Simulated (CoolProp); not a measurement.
Aqueous potassium carbonate as a coolant, 6 % by mass, freezing at -2.0 °C, 1 atm.

Values from CoolProp's Melinder's fits for secondary coolants.

```csv
T (°C),cp (kJ/(kg K)),density (kg/m³),conductivity (W/(m K)),Prandtl number
2.2,3.838,1057,0.563,[?]
8,[?],1057,0.573,[?]
13.7,3.851,1055,[?],8.82
19.5,[?],1053,[?],7.54
25.3,3.868,[?],0.602,6.53
31,3.877,[?],0.611,5.71
```

Q: Complete the blanks.

A: 
- 2.2, Prandtl number: 12.6
- 8, cp (kJ/(kg K)): 3.844
- 8, Prandtl number: 10.4
- 13.7, conductivity (W/(m K)): 0.582
- 19.5, cp (kJ/(kg K)): 3.859
- 19.5, conductivity (W/(m K)): 0.592
- 25.3, density (kg/m³): 1052
- 31, density (kg/m³): 1049
